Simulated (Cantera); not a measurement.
An isothermal, constant-pressure homogeneous reactor starts with C2H6 : N2 = 1 : 150 (molar parts), at 1725 K and 20.0 Torr. Integrator tolerance rtol = 1e-08.

Cantera simulation using GRI-Mech 3.0 (53 species, 325 reactions); the numbers are that mechanism's predictions, not measurements. GRI-Mech 3.0 stops at C3 and has no aromatics, soot or wall deposition, so with more carbon than oxygen in the feed, carbon stays in small species such as C2H2 where larger ones or solid carbon would form. Radical loss at walls, strong at low pressure, is not modelled.

| quantity | before | after |
|---|---|---|
| x(C2H6) at 4.00 s | 1.34e-10 (gas-phase equilibrium <1e-12) | <1e-12 (gas-phase equilibrium <1e-12) |
| x(C2H) at 4.00 s | 3.48e-7 (gas-phase equilibrium 2.79e-8) | 9.40e-6 (gas-phase equilibrium 5.59e-7) |
| x(HCN) at 4.00 s | 8.99e-5 (gas-phase equilibrium 0.0122) | 0.000313 (gas-phase equilibrium 0.0124) |
| x(CH3) at 4.00 s | 3.46e-6 (gas-phase equilibrium 1.75e-8) | 2.02e-8 (gas-phase equilibrium 1.83e-8) |
| x(CH2) at 4.00 s | 3.09e-8 (gas-phase equilibrium 1.85e-10) | 2.07e-9 (gas-phase equilibrium 2.13e-9) |
| x(H2) at 4.00 s | 0.0130 (gas-phase equilibrium 0.0130) | 0.0126 (gas-phase equilibrium 0.0125) |
| x(C2H4) at 4.00 s | 1.07e-7 (gas-phase equilibrium 6.12e-9) | 1.45e-8 (gas-phase equilibrium 7.45e-10) |

Problem. Name the change that produced these shifts.
A) temperature 1725 to 2000 K
B) N2 150 to 780 parts
C) pressure from 20.0 Torr to 1.95 Torr
D) pressure from 20.0 Torr to 2.25 Torr

Solution. A, temperature 1725 to 2000 K
